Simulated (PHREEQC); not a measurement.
Dissolve 0.0099 mol/kgw HF and 0.00088 mol/kgw NH4F at 25 °C and 10 atm. Closed to the air; pH follows from the charge balance.

Model: ion-association model, phreeqc.dat, run in PHREEQC.

| quantity | before | after |
|---|---|---|
| pH | 2.71 | 2.94 |
| ionic strength (mol/kgw) | 0.00293 | 0.00562 |
| F- (mol/kgw) | 0.00285 | 0.00544 |
| HF2- (mol/kgw) | 8.45e-5 | 0.000177 |
| NH3 (mol/kgw) | 2.42e-10 | 2.02e-9 |

### Question
Name the change that produced these shifts.
A) 0.0075 mol/kgw Na2CO3 added
B) NH4F from 0.00088 to 0.000968 mol/kgw
C) NH4F from 0.00088 to 0.00044 mol/kgw
D) HF replaced by NH4HF2 at the same molality
E) NH4F from 0.00088 to 0.0044 mol/kgw

### Answer
E, NH4F from 0.00088 to 0.0044 mol/kgw

This is a speciation only: nothing precipitates in the calculation.
